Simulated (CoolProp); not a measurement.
Saturation properties of n-decane.

Values from CoolProp's reference Helmholtz-energy equation of state, Lemmon 2006. It is a short technical equation, of lower accuracy than the large ones.

| T (K) | p (bar) | liquid density (kg/m³) | surface tension (mN/m) | liquid viscosity (µPa s) | liquid conductivity (mW/(m K)) |
|---|---|---|---|---|---|
| 305.2 | 0.002935 | 721.0 | 22.7 | 767 | 128 |
| 318.4 | … | … | 21.5 | 645 | 124 |
| 331.5 | 0.01397 | 700.5 | 20.3 | 552 | 121 |
| 344.7 | 0.02738 | 690.1 | 19.1 | 478 | 118 |
| 357.9 | 0.05047 | 679.6 | 17.9 | 419 | 114 |
| 371.1 | 0.08815 | 669.0 | 16.7 | 370 | 111 |
| 384.3 | 0.1468 | 658.3 | 15.6 | 329 | 108 |
| 397.5 | 0.2345 | 647.4 | 14.5 | 295 | 105 |
| 410.7 | 0.3608 | 636.2 | 13.4 | 265 | 102 |
| 423.9 | 0.5372 | 624.8 | … | 240 | … |
| 437.1 | 0.7767 | 613.1 | 11.2 | 218 | … |
| 450.2 | 1.091 | 601.2 | 10.2 | 198 | 94.4 |
| 463.4 | 1.501 | 588.7 | 9.14 | 181 | 91.8 |

### Question
What belongs in the gaps?

### Answer

- 318.4, p (bar): 0.006682
- 318.4, liquid density (kg/m³): 710.7
- 423.9, surface tension (mN/m): 12.3
- 423.9, liquid conductivity (mW/(m K)): 99.7
- 437.1, liquid conductivity (mW/(m K)): 97.0

It boils at 447.3 K under 1 atm.

Viscosity comes from a separate model (Huber 2004). Thermal conductivity comes from a separate model (Huber 2005). Surface tension comes from a separate correlation (Mulero 2012).
